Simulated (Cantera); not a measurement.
A closed system holds: 1 mol Ta, a varied amount of CH4, at 1.00 bar.

Cantera equilibrium calculation (NASA polynomials, part measured and part estimated; ideal gas, pure solids and liquids). Candidate condensed phases: C, C6H6, C7H8, C8H18, Ta, TaC; 77 gas species. Mutual solubility and eutectic melting of coexisting phases are not modelled. TaC: taken at fixed stoichiometry. Condensed phases not in the tables: Ta2C, N, O or C dissolved in the metal. Rates play no part.

Task: What condenses at these points (T in K, n(CH4) in mol): (925, 1.1); (1175, 1.1); (1125, 0.61); (1175, 2.9); (975, 1.9); (1000, 3.4)?

Result: 
| T (K) | n(CH4) in mol | condensed phases | Ta condensed (%) |
|---|---|---|---|
| 925 | 1.1 | TaC | 100.0 |
| 1175 | 1.1 | C + TaC | 100.0 |
| 1125 | 0.61 | Ta + TaC | 100.0 |
| 1175 | 2.9 | C + TaC | 100.0 |
| 975 | 1.9 | C + TaC | 100.0 |
| 1000 | 3.4 | C + TaC | 100.0 |
